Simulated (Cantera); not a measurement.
Standard-state values (1 bar) from the NASA 1993 polynomials, evaluated with Cantera. Values are per mole of reaction as written; species without (g) are pure solids or liquids, kept so even where they would boil at 1 bar.

**Question.** Between 1598 and 1898 K, where is each reaction favourable under standard conditions?
- 6 NO(g) + CaS → SO2(g) + 3 N2O(g) + CaO
- N2O(g) + CaO → Ca + 2 NO(g)

**Answer.** 
- 6 NO(g) + CaS → SO2(g) + 3 N2O(g) + CaO: ΔG° is -162 kJ at 1598 K and -53 kJ at 1898 K; it stays negative (K > 1). ΔH° is -741 kJ and ΔS° -363 J/K at 1898 K.
- N2O(g) + CaO → Ca + 2 NO(g): ΔG° is 408 kJ at 1598 K and 346 kJ at 1898 K; it stays positive (K < 1). ΔH° is 736 kJ and ΔS° 205 J/K at 1898 K.
